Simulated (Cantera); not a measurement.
What does this Cantera script print?

```python
import numpy as np
import cantera as ct

gas_names = """
    B BF BF2 BF3 BH BHF2 BH2 BH3 BN B2 F F2 H HF H2 H2F2 H3F3 H4F4 H5F5 H6F6 H7F7 N NF NF2 NF3 NH NH2
    NH3 N2 N2H2 N2H4
""".split()
cond_names = """
    B(b) B(L) BN(s)
""".split()


def load(file, names, dense=False):
    # The tables refer to 1 bar. Condensed volumes are neglected.
    table = {s.name: s for s in ct.Species.list_from_file(file)}
    out = []
    for n in names:
        d = dict(table[n].input_data)
        d["thermo"] = dict(d["thermo"], **{"reference-pressure": 1e5})
        if dense:
            d["equation-of-state"] = {"model": "constant-volume", "density": "1e6 g/cm^3"}
        out.append(ct.Species.from_dict(d))
    return out


gas = ct.Solution(thermo="ideal-gas", species=load("nasa_gas.yaml", gas_names))
cond = {s.name: ct.Solution(thermo="fixed-stoichiometry", species=[s], name=s.name)
        for s in load("nasa_condensed.yaml", cond_names, dense=True)}
atoms = {
    'BN': {'B': 1, 'N': 1},
    'HF': {'H': 1, 'F': 1},
    'N2': {'N': 2},
}
top_T = {'BN(s)': 3200}  # K; cautious upper limits of use, not melting points


def equilibrate(T, P, feed):
    n = {}
    for name, mol in feed.items():
        for a, k in atoms[name].items():
            n[a] = n.get(a, 0.0) + k * mol
    gas.TPX = T, P, n
    mass = sum(n.values()) * gas.mean_molecular_weight
    gas.equilibrate("TP")
    valid = [c for c in cond.values() if c.min_temp <= T <= top_T.get(c.name, c.max_temp)]
    mix = ct.Mixture([(gas, mass / gas.mean_molecular_weight)] + [(c, 0.0) for c in valid])
    mix.T, mix.P = T, P
    mix.equilibrate("TP", solver="vcs", rtol=1e-11, max_steps=5000)
    return mix


results = []
feed = {'BN': 1, 'HF': 7.4, 'N2': 1.1}  # mol
P = 170  # Pa
for T in [1125, 1225, 1325, 1425, 1525, 1625, 1725, 1825, 1925]:
    mix = equilibrate(T, P, feed)
    results.append((T, P, feed, dict(zip(mix.species_names, mix.species_moles))))

top = {s: max(r[3][s] / sum(r[3][g] for g in gas_names) for r in results) for s in gas_names}
cols = sorted((s for s in top if top[s] > 1e-06), key=lambda s: -top[s])[:9]
seen = [c for c in cond_names if any(r[3].get(c, 0) > 1e-12 for r in results)]
print("log10 of partial pressures in bar; condensed amounts in mol")
print(f"{'T/K':>10s}" + "".join(f"{s[:9]:>10s}" for s in cols + seen))
for T, P, feed, n in results:
    ng = sum(n[g] for g in gas_names)
    print(f"{T:10.4g}" + "".join(f"{np.log10(max(n[s] / ng * P / 1e5, 1e-99)):10.3f}" for s in cols)
          + "".join(f"{n.get(c, 0):10.4g}" for c in seen))
```

It prints:

```
log10 of partial pressures in bar; condensed amounts in mol
       T/K        HF        N2        H2       BF3       BF2         H        BF      BHF2         F
      1125    -3.056    -3.495    -3.523    -3.699    -9.809    -9.114   -14.662    -8.706   -14.773
      1225    -3.056    -3.495    -3.523    -3.699    -8.785    -8.268   -12.882    -8.239   -13.416
      1325    -3.056    -3.495    -3.523    -3.699    -7.918    -7.548   -11.374    -7.844   -12.262
      1425    -3.055    -3.495    -3.523    -3.699    -7.174    -6.928   -10.081    -7.507   -11.268
      1525    -3.055    -3.495    -3.524    -3.700    -6.530    -6.388    -8.961    -7.215   -10.404
      1625    -3.055    -3.495    -3.525    -3.702    -5.969    -5.914    -7.984    -6.962    -9.644
      1725    -3.055    -3.496    -3.529    -3.708    -5.481    -5.496    -7.130    -6.747    -8.970
      1825    -3.053    -3.497    -3.538    -3.722    -5.060    -5.125    -6.389    -6.571    -8.364
      1925    -3.049    -3.500    -3.558    -3.754    -4.711    -4.798    -5.761    -6.447    -7.813
```

Cantera equilibrium calculation (NASA polynomials, part measured and part estimated; ideal gas, pure solids and liquids). The tables' values for BF2 are old estimates; treat these amounts as uncertain.
